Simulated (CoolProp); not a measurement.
Vapour pressure (MPa) of dimethyl carbonate: the reference equation beside estimates from Tc = 283.9 °C, pc = 4.909 MPa, ω = 0.346. Clausius-Clapeyron is anchored at 157.35 °C with a constant enthalpy of vaporisation of 29.14 kJ/mol.

Model: reference Helmholtz-energy equation of state, Zhou 2011, in CoolProp.

```json
[
 {"T (°C)": "41.65", "reference": "0.01617", "Lee-Kesler": "0.01515", "Clausius-Clapeyron": "0.02949", "van der Waals": "0.2993", "Redlich-Kwong": "0.05211", "Soave-Redlich-Kwong": "0.01538", "Peng-Robinson": "0.01609"},
 {"T (°C)": "64.85", "reference": "0.04213", "Lee-Kesler": "0.04044", "Clausius-Clapeyron": "0.06333", "van der Waals": "0.4550", "Redlich-Kwong": "0.1131", "Soave-Redlich-Kwong": "0.04076", "Peng-Robinson": "[?]"},
 {"T (°C)": "87.95", "reference": "0.09455", "Lee-Kesler": "0.09268", "Clausius-Clapeyron": "0.1229", "van der Waals": "0.6574", "Redlich-Kwong": "0.2168", "Soave-Redlich-Kwong": "0.09290", "Peng-Robinson": "[?]"},
 {"T (°C)": "111.05", "reference": "0.1892", "Lee-Kesler": "0.1886", "Clausius-Clapeyron": "0.2203", "van der Waals": "0.9124", "Redlich-Kwong": "0.3786", "Soave-Redlich-Kwong": "[?]", "Peng-Robinson": "0.1886"},
 {"T (°C)": "134.15", "reference": "0.3456", "Lee-Kesler": "0.3488", "Clausius-Clapeyron": "0.3696", "van der Waals": "1.225", "Redlich-Kwong": "0.6139", "Soave-Redlich-Kwong": "0.3486", "Peng-Robinson": "0.3463"},
 {"T (°C)": "157.35", "reference": "0.5877", "Lee-Kesler": "0.5979", "Clausius-Clapeyron": "0.5877", "van der Waals": "1.601", "Redlich-Kwong": "0.9398", "Soave-Redlich-Kwong": "[?]", "Peng-Robinson": "0.5926"},
 {"T (°C)": "180.45", "reference": "0.9397", "Lee-Kesler": "0.9599", "Clausius-Clapeyron": "0.8896", "van der Waals": "2.042", "Redlich-Kwong": "[?]", "Soave-Redlich-Kwong": "0.9660", "Peng-Robinson": "0.9533"},
 {"T (°C)": "203.55", "reference": "1.433", "Lee-Kesler": "1.465", "Clausius-Clapeyron": "1.294", "van der Waals": "2.553", "Redlich-Kwong": "1.914", "Soave-Redlich-Kwong": "1.481", "Peng-Robinson": "1.461"},
 {"T (°C)": "226.65", "reference": "2.103", "Lee-Kesler": "2.146", "Clausius-Clapeyron": "1.817", "van der Waals": "3.136", "Redlich-Kwong": "2.592", "Soave-Redlich-Kwong": "2.177", "Peng-Robinson": "2.151"},
 {"T (°C)": "249.85", "reference": "3.001", "Lee-Kesler": "3.052", "Clausius-Clapeyron": "2.480", "van der Waals": "[?]", "Redlich-Kwong": "3.416", "Soave-Redlich-Kwong": "3.093", "Peng-Robinson": "3.067"}
]
```

Task: Fill in the missing entries.

Result: 
- 64.85, Peng-Robinson: 0.04180
- 87.95, Peng-Robinson: 0.09392
- 111.05, Soave-Redlich-Kwong: 0.1885
- 157.35, Soave-Redlich-Kwong: 0.5991
- 180.45, Redlich-Kwong: 1.368
- 249.85, van der Waals: 3.797

Absolute difference from the reference over all 10 rows, mean and median: Lee-Kesler 2.3 and 2.0 %, Clausius-Clapeyron 23.2 and 15.0 %, van der Waals 440.6 and 213.4 %, Redlich-Kwong 87.4 and 68.8 %, Soave-Redlich-Kwong 2.6 and 2.9 %, Peng-Robinson 1.1 and 0.8 %.
